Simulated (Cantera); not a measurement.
A Cantera script and its output.

```python
import numpy as np
import cantera as ct

gas = ct.Solution("gri30.yaml")
gas.TPX = 1048, 100000, {'CH2O': 0.0027, 'O2': 0.0044, 'N2': 1}
reactor = ct.IdealGasConstPressureReactor(gas, energy="off", clone=False)
net = ct.ReactorNet([reactor])
net.rtol, net.atol = 1e-08, 1e-18
show = ['CH2O', 'O2', 'N2O', 'CO', 'C2H2']
times = np.geomspace(3e-06, 40, 14)

steps = ct.SolutionArray(gas, extra=["t"])
rows = []
print(f"{'t/s':>10s}{'T/K':>9s}{'P/Pa':>11s}" + "".join(f"{s:>11s}" for s in show))
for t in times:
    while net.time < t:
        t_next = net.step()
        steps.append(gas.state, t=t_next)
    rows.append([np.interp(t, steps.t, y) for y in (steps.T, steps.P, *steps(*show).X.T)])
    print(f"{t:10.3e}{rows[-1][0]:9.1f}{rows[-1][1]:11.4g}" + "".join(f"{x:11.3e}" for x in rows[-1][2:]))
rate = np.gradient(steps.T, steps.t)
print("integrator steps:", len(steps.t))
if steps.T.max() > steps.T[0] + 200:
    print(f"time of steepest temperature rise: {steps.t[rate.argmax()]:.4e} s")
gas.TPX = 1048, 100000, {'CH2O': 0.0027, 'O2': 0.0044, 'N2': 1}
gas.equilibrate("TP")
print(f"equilibrium (TP): T = {gas.T:.1f} K  " + "  ".join(f"{s} {gas[s].X[0]:.3e}" for s in show))
```

Output:

```
       t/s      T/K       P/Pa       CH2O         O2        N2O         CO       C2H2
 3.000e-06   1048.0      1e+05  2.681e-03  4.369e-03  2.925e-19  1.424e-10  5.169e-32
 1.060e-05   1048.0      1e+05  2.681e-03  4.369e-03  5.040e-18  8.155e-10  7.537e-31
 3.743e-05   1048.0      1e+05  2.681e-03  4.369e-03  7.025e-17  4.071e-09  5.851e-30
 1.322e-04   1048.0      1e+05  2.681e-03  4.369e-03  8.160e-16  1.721e-08  2.802e-29
 4.671e-04   1048.0      1e+05  2.681e-03  4.369e-03  9.826e-15  7.623e-08  1.327e-28
 1.650e-03   1048.0      1e+05  2.680e-03  4.369e-03  1.302e-13  4.985e-07  1.217e-27
 5.828e-03   1048.0      1e+05  2.671e-03  4.364e-03  3.120e-12  9.865e-06  6.581e-25
 2.059e-02   1048.0      1e+05  1.510e-03  3.973e-03  2.261e-10  1.163e-03  5.571e-19
 7.273e-02   1048.0      1e+05  1.114e-12  2.310e-03  1.076e-07  1.231e-03 -7.778e-22
 2.569e-01   1048.0      1e+05  9.564e-14  1.891e-03  2.225e-07  4.034e-04 -4.958e-27
 9.075e-01   1048.0      1e+05  1.439e-15  1.721e-03  2.944e-07  6.557e-05  3.901e-27
 3.206e+00   1048.0      1e+05  3.866e-18  1.691e-03  3.139e-07  5.523e-06 -2.580e-29
 1.132e+01   1048.0      1e+05 -9.332e-19  1.688e-03  2.939e-07  1.885e-07  1.639e-26
 4.000e+01   1048.0      1e+05  4.874e-21  1.688e-03  2.183e-07  1.381e-09  2.573e-26
integrator steps: 2231
equilibrium (TP): T = 1048.0 K  CH2O 2.271e-28  O2 1.685e-03  N2O 4.612e-10  CO 1.898e-11  C2H2 7.674e-59
```

Detailed kinetics in Cantera: GRI-Mech 3.0 (53 species, 325 reactions).
